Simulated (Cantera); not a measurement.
Input: 1 mol CHF₃, a varied amount of H₂, equilibrated at 3025 °C and 13.3 mbar.

Equilibrium computed with Cantera from the NASA thermochemical tables; the gas is ideal and each condensed phase is pure. Candidate condensed phases: C, C₆H₆, C₇H₈, C₈H₁₈; 95 gas species. Rates play no part.

x: gas mole fraction; nothing condenses.

| n(H₂) (mol) | x H | x HF | x F | x C₃ | x CF | x H₂ | x C | x C₂ |
|---|---|---|---|---|---|---|---|---|
| 0.28 | 0.0807 | 0.345 | 0.429 | 0.0574 | 0.0448 | 0.000658 | 0.0259 | 0.0120 |
| 0.36 | 0.0933 | 0.369 | 0.397 | 0.0572 | 0.0414 | 0.000877 | 0.0258 | 0.0119 |
| 0.47 | 0.112 | 0.397 | 0.356 | 0.0567 | 0.0370 | 0.00126 | 0.0257 | 0.0119 |
| 0.61 | 0.138 | 0.424 | 0.308 | 0.0556 | 0.0319 | 0.00192 | 0.0256 | 0.0117 |
| 0.79 | 0.174 | 0.446 | 0.257 | 0.0538 | 0.0262 | 0.00306 | 0.0253 | 0.0115 |
| 1 | [?] | 0.456 | [?] | 0.0510 | [?] | [?] | 0.0249 | 0.0111 |
| 1.3 | 0.282 | 0.450 | 0.160 | 0.0466 | 0.0156 | 0.00803 | 0.0241 | 0.0104 |
| 1.7 | 0.358 | 0.422 | 0.118 | 0.0408 | 0.0110 | 0.0129 | 0.0231 | 0.00953 |
| 2.2 | 0.435 | 0.381 | 0.0879 | 0.0345 | 0.00775 | 0.0191 | 0.0218 | 0.00854 |
| 2.9 | [?] | [?] | [?] | [?] | [?] | [?] | 0.0203 | [?] |
| 3.7 | 0.581 | 0.281 | 0.0486 | 0.0225 | 0.00372 | 0.0340 | 0.0189 | 0.00642 |
| 4.8 | 0.642 | 0.233 | 0.0365 | 0.0175 | 0.00256 | 0.0416 | 0.0174 | 0.00543 |

Fill in the missing entries.


- 2.9, x H: 0.516
- 2.9, x HF: 0.329
- 2.9, x F: 0.0640
- 2.9, x C₃: 0.0279
- 2.9, x CF: 0.00525
- 2.9, x H₂: 0.0268
- 2.9, x C₂: 0.00741
- 1, x H: 0.219
- 1, x F: 0.209
- 1, x CF: 0.0210
- 1, x H₂: 0.00484
